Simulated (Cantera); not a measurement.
An isothermal, constant-pressure homogeneous reactor starts with C2H6 : N2 = 1 : 31 (molar parts), at 1175 K and 0.0350 bar. Integrator tolerance rtol = 1e-08.

Model: GRI-Mech 3.0 (53 species, 325 reactions), integrated in Cantera. GRI-Mech 3.0 stops at C3 and has no aromatics, soot or wall deposition, so with more carbon than oxygen in the feed, carbon stays in small species such as C2H2 where larger ones or solid carbon would form. Radical loss at walls, strong at low pressure, is not modelled.

What does this change do: temperature 1175 to 1125 K?


```tsv
quantity	before	after
x(C2H6) at 200 s	3.77e-7 (gas-phase equilibrium 1.39e-7)	2.35e-6 (gas-phase equilibrium 4.78e-7)
x(C2H) at 200 s	1.17e-11 (gas-phase equilibrium 4.30e-12)	5.70e-12 (gas-phase equilibrium <1e-12)
x(H) at 200 s	1.61e-7 (gas-phase equilibrium 1.53e-7)	1.43e-7 (gas-phase equilibrium 5.24e-8)
x(C2H4) at 200 s	0.00108 (gas-phase equilibrium 0.000359)	0.00369 (gas-phase equilibrium 0.000719)
x(C2H2) at 200 s	0.0262 (gas-phase equilibrium 0.0107)	0.0240 (gas-phase equilibrium 0.0102)
x(HCN) at 200 s	8.05e-10 (gas-phase equilibrium 0.0336)	1.23e-10 (gas-phase equilibrium 0.0305)
x(CH4) at 200 s	0.00470 (gas-phase equilibrium 0.00336)	0.00384 (gas-phase equilibrium 0.00699)
```

What does this change do: pressure from 0.0350 bar to 0.00150 bar?


```json
[
 {"quantity": "x(C2H6) at 200 s", "before": "3.77e-7 (gas-phase equilibrium 1.39e-7)", "after": "2.00e-7 (gas-phase equilibrium 3.34e-10)"},
 {"quantity": "x(C2H) at 200 s", "before": "1.17e-11 (gas-phase equilibrium 4.30e-12)", "after": "1.45e-11 (gas-phase equilibrium 2.18e-11)"},
 {"quantity": "x(H) at 200 s", "before": "1.61e-7 (gas-phase equilibrium 1.53e-7)", "after": "2.32e-7 (gas-phase equilibrium 7.71e-7)"},
 {"quantity": "x(C2H4) at 200 s", "before": "0.00108 (gas-phase equilibrium 0.000359)", "after": "0.00854 (gas-phase equilibrium 1.85e-5)"},
 {"quantity": "x(C2H2) at 200 s", "before": "0.0262 (gas-phase equilibrium 0.0107)", "after": "0.0173 (gas-phase equilibrium 0.0117)"},
 {"quantity": "x(HCN) at 200 s", "before": "8.05e-10 (gas-phase equilibrium 0.0336)", "after": "6.39e-9 (gas-phase equilibrium 0.0352)"},
 {"quantity": "x(CH4) at 200 s", "before": "0.00470 (gas-phase equilibrium 0.00336)", "after": "0.00810 (gas-phase equilibrium 0.000172)"}
]
```
